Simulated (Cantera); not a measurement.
A closed system holds: 1 mol Pb, 10 mol N2, at 700 K and 3.83 Torr.

Cantera equilibrium calculation (NASA polynomials, part measured and part estimated; ideal gas, pure solids and liquids). Candidate condensed phases: Pb; 4 gas species. Kinetics and transport are ignored.

Base state: N2 1.00 (mole fractions); condensed: Pb(l).

Question: What changes in the equilibrium state with this change: Pb replaced by HgO?

Answer: 
```tsv
species	before	after
N2	1.00	0.870
Hg	0	0.0870
O2	0	0.0435
Pb(l), mol	1.000	0
```
Further candidate phases: Hg, HgO.
